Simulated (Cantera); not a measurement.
Charge: 1 mol Hg, 0.077 mol O₂, 95 mol N₂, 0.3 mol H₂, equilibrated at 925 °C and 1000 Pa.

Method: chemical equilibrium by Gibbs-energy minimisation in Cantera with the NASA 1993 tables (ideal gas, pure condensed phases). Candidate condensed phases: H₂O, Hg, HgO; 25 gas species. Equilibrium is a limit: real reactors are often held back by kinetics, nucleation or transport.

Base state: N₂ 0.987, Hg 0.0104, H₂O 0.00160, H₂ 0.00152 (mole fractions); condensed: gas only.

Q: What changes in the equilibrium state with this change: O₂ from 0.077 to 2.7 mol?

A: 
```json
[
 {"species": "N₂", "before": "0.987", "after": "0.961"},
 {"species": "O₂", "before": "<1e-9", "after": "0.0258"},
 {"species": "Hg", "before": "0.0104", "after": "0.0101"},
 {"species": "H₂", "before": "0.00152", "after": "2.30e-9"},
 {"species": "NO", "before": "<1e-9", "after": "7.45e-5"},
 {"species": "H₂O", "before": "0.00160", "after": "0.00303"}
]
```
